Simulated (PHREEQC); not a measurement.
0.012 g of hydrous ferric oxide (600 m²/g; 0.2 weak and 0.005 strong sites per Fe, Dzombak-Morel constants, diffuse double layer) in 1 kg of water with 0.05 mol/kgw of an inert sodium salt, at 25 °C; the pH is set by adding NaOH or the inert anion's acid. Oxygen is held at 0.21 atm. CO2 from the air is kept out. Precipitation was switched off in this run.

The numbers come from PHREEQC with the ion-association model, wateq4f.dat.

Predict surface charge σ (C/m²), surface potential ψ (mV) at pH = 4.33, 5.67.


```csv
pH,surface charge σ (C/m²),surface potential ψ (mV)
4.33,0.258,153
5.67,0.115,112
```

The oxide is taken as insoluble; below pH 4 it would dissolve.
